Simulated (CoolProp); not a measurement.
Vapour-liquid equilibrium of dimethyl ether (1) + 1-butene (2) at 92.15 °C; x and y are mole fractions of (1).

Values from CoolProp's multi-fluid Helmholtz-energy mixture model, Wu 2011 and Lemmon 2005; pair parameters Bell 2016.

| x | bubble pressure, mixture model (MPa) | bubble pressure, Raoult's law (MPa) | y, mixture model | y, Raoult's law |
|---|---|---|---|---|
| 0.05 | 1.612 | 1.598 | 0.081 | 0.089 |
| 0.2 | 1.841 | 1.794 | 0.287 | 0.316 |
| 0.35 | 2.056 | 1.989 | 0.453 | 0.499 |
| 0.5 | 2.258 | 2.184 | 0.595 | 0.649 |
| 0.65 | 2.447 | 2.380 | 0.722 | 0.775 |
| 0.8 | 2.623 | 2.575 | 0.842 | 0.881 |
| 0.95 | 2.785 | 2.771 | 0.960 | 0.972 |

The largest gap from Raoult's law is +3.4 % in bubble pressure, at x = 0.35. No azeotrope shows between x = 0.05 and 0.95.

Pair parameters are fitted to limited data, so mixtures are less certain than the pure fluids.
